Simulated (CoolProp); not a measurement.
Values from CoolProp's reference Helmholtz-energy equation of state, Penoncello 2003.

Question: For CHF3 (R23), give the phase and the density (kg/m³), speed of sound (m/s), expansivity (1/kK), viscosity (µPa s) at 338.7 K and 20.6 MPa.

Answer: 
- 338.7 K and 20.6 MPa: supercritical; density 900, speed of sound 358, expansivity 5.58, viscosity 73.4

Viscosity comes from a separate model (Shan 2000).
